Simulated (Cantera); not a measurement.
Cantera run:

```python
import numpy as np
import cantera as ct

gas_names = """
    H HO2 H2 H2O H2O2 Hg O OH O2 O3
""".split()
cond_names = """
    H2O(s) H2O(L) Hg(cr) Hg(L) HgO(s)
""".split()


# ... load() reads the species with a 1 bar reference pressure and builds the phases ...
atoms = {
    'HgO': {'Hg': 1, 'O': 1},
    'H2': {'H': 2},
    'O2': {'O': 2},
}
top_T = {}  # K; cautious upper limits of use, not melting points


# ... equilibrate(T, P, feed) seeds the gas with the atoms and calls Mixture.equilibrate('TP', solver="vcs", rtol=1e-11, max_steps=5000) ...
results = []
T = 798.15  # K
P = 13332.2  # Pa
for m in [0.016, 0.026, 0.044, 0.075, 0.13, 0.21, 0.36, 0.61, 1]:
    feed = {'HgO': 1, 'H2': 2.7, 'O2': m}  # mol
    mix = equilibrate(T, P, feed)
    results.append((T, P, feed, dict(zip(mix.species_names, mix.species_moles))))

top = {s: max(r[3][s] / sum(r[3][g] for g in gas_names) for r in results) for s in gas_names}
cols = sorted((s for s in top if top[s] > 1e-05), key=lambda s: -top[s])[:8]
seen = [c for c in cond_names if any(r[3].get(c, 0) > 1e-12 for r in results)]
print("log10 of partial pressures in bar; condensed amounts in mol")
print(f"{'n(O2)':>10s}" + "".join(f"{s[:9]:>10s}" for s in cols + seen))
for T, P, feed, n in results:
    ng = sum(n[g] for g in gas_names)
    print(f"{feed['O2']:10.4g}" + "".join(f"{np.log10(max(n[s] / ng * P / 1e5, 1e-99)):10.3f}" for s in cols)
          + "".join(f"{n.get(c, 0):10.4g}" for c in seen))
```

Output:

```
log10 of partial pressures in bar; condensed amounts in mol
     n(O2)       H2O        H2        Hg        O2
     0.016    -1.430    -1.221    -1.443   -27.063
     0.026    -1.421    -1.226    -1.443   -27.036
     0.044    -1.407    -1.236    -1.443   -26.987
     0.075    -1.383    -1.253    -1.443   -26.905
      0.13    -1.343    -1.285    -1.443   -26.762
      0.21    -1.291    -1.336    -1.443   -26.555
      0.36    -1.208    -1.452    -1.443   -26.157
      0.61    -1.097    -1.762    -1.443   -25.315
         1    -1.029   -13.210    -1.461    -2.284
```

Equilibrium computed with Cantera from the NASA thermochemical tables; the gas is ideal and each condensed phase is pure.
